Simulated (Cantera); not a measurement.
Cantera run:

```python
import numpy as np
import cantera as ct

gas_names = """
    H HNO HNO2 HNO3 HO2 H2 H2O H2O2 Mg MgH MgN MgO MgOH MgO2H2 Mg2 N NH NH2 NH3 NH2OH NO NO2 NO3 N2 N2H2
    N2H4 N2O O OH O2 O3
""".split()
cond_names = """
    H2O(s) H2O(L) Mg(cr) Mg(L) MgO(s) MgO(L) MgO2H2(s)
""".split()


def load(file, names, dense=False):
    # The tables refer to 1 bar. Condensed volumes are neglected.
    table = {s.name: s for s in ct.Species.list_from_file(file)}
    out = []
    for n in names:
        d = dict(table[n].input_data)
        d["thermo"] = dict(d["thermo"], **{"reference-pressure": 1e5})
        if dense:
            d["equation-of-state"] = {"model": "constant-volume", "density": "1e6 g/cm^3"}
        out.append(ct.Species.from_dict(d))
    return out


gas = ct.Solution(thermo="ideal-gas", species=load("nasa_gas.yaml", gas_names))
cond = {s.name: ct.Solution(thermo="fixed-stoichiometry", species=[s], name=s.name)
        for s in load("nasa_condensed.yaml", cond_names, dense=True)}
atoms = {
    'MgO': {'Mg': 1, 'O': 1},
    'H2O': {'H': 2, 'O': 1},
    'N2': {'N': 2},
}
top_T = {}  # K; cautious upper limits of use, not melting points


def equilibrate(T, P, feed):
    n = {}
    for name, mol in feed.items():
        for a, k in atoms[name].items():
            n[a] = n.get(a, 0.0) + k * mol
    gas.TPX = T, P, n
    mass = sum(n.values()) * gas.mean_molecular_weight
    gas.equilibrate("TP")
    valid = [c for c in cond.values() if c.min_temp <= T <= top_T.get(c.name, c.max_temp)]
    mix = ct.Mixture([(gas, mass / gas.mean_molecular_weight)] + [(c, 0.0) for c in valid])
    mix.T, mix.P = T, P
    mix.equilibrate("TP", solver="vcs", rtol=1e-11, max_steps=5000)
    return mix


results = []
feed = {'MgO': 1, 'H2O': 0.03, 'N2': 0.32}  # mol
T = 1148  # K
P = 4900  # Pa
mix = equilibrate(T, P, feed)
results.append((T, P, feed, dict(zip(mix.species_names, mix.species_moles))))
print(gas.report(threshold=0.0001))
for i in range(1, mix.n_phases):
    print(f"{mix.phase(i).name:16s} {mix.phase_moles(i):12.5e} mol")
```

Output:

```
       temperature   1148 K
          pressure   4900 Pa
           density   0.013941 kg/m^3
  mean mol. weight   27.157 kg/kmol
   phase of matter   gas

                          1 kg             1 kmol
                     ---------------   ---------------
          enthalpy        2.2592e+05        6.1354e+06  J
   internal energy       -1.2555e+05       -3.4096e+06  J
           entropy            9601.4        2.6074e+05  J/K
    Gibbs function       -1.0796e+07        -2.932e+08  J
 heat capacity c_p            1261.3             34253  J/K
 heat capacity c_v            955.15             25939  J/K

                      mass frac. Y      mole frac. X     chem. pot. / RT
                     ---------------   ---------------   ---------------
               H2O          0.056859          0.085712           -56.121
                N2           0.94314           0.91428           -28.336
     [  +29 minor]        1.3916e-06        2.9714e-06

Mg(L)             0.00000e+00 mol
MgO(s)            1.00000e+00 mol
```

These are equilibrium values from Cantera (NASA tables, ideal gas, pure condensed phases), not measurements of a reactor.
